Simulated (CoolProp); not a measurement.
Vapour-liquid equilibrium of R134a (1) + R141b (2) at 258.7 K; x and y are mole fractions of (1).

Model: multi-fluid Helmholtz-energy mixture model, Tillner-Roth 1994 and Lemmon 2006; pair parameters Bell 2016, in CoolProp.

Task: Give the bubble pressure and the first vapour's composition at x = 0.35, 0.55, 0.85. Is there an azeotrope?

Result: x = 0.35: 90.46 kPa, y = 0.889; x = 0.55: 117.2 kPa, y = 0.931; x = 0.85: 149.1 kPa, y = 0.973. No azeotrope shows between x = 0.05 and 0.95.

Pair parameters are fitted to limited data, so mixtures are less certain than the pure fluids.
